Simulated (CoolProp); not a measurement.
R410A along the isotherm 313.9 K: density (kg/m³) from the reference equation and from simpler models built on Tc = 344.5 K, pc = 4.901 MPa, ω = 0.296; each cubic takes its own stable root.

The numbers come from the reference Helmholtz-energy equation of state, Lemmon 2003 in CoolProp. It is a pseudo-pure fit of the blend.

```csv
p (MPa),phase,reference,van der Waals,Redlich-Kwong
0.306,gas,8.803,8.716,8.758
0.613,gas,18.30,17.92,18.10
0.919,gas,28.56,27.61,28.05
1.23,gas,40.01,38.10,38.97
1.53,gas,52.31,48.95,50.44
```
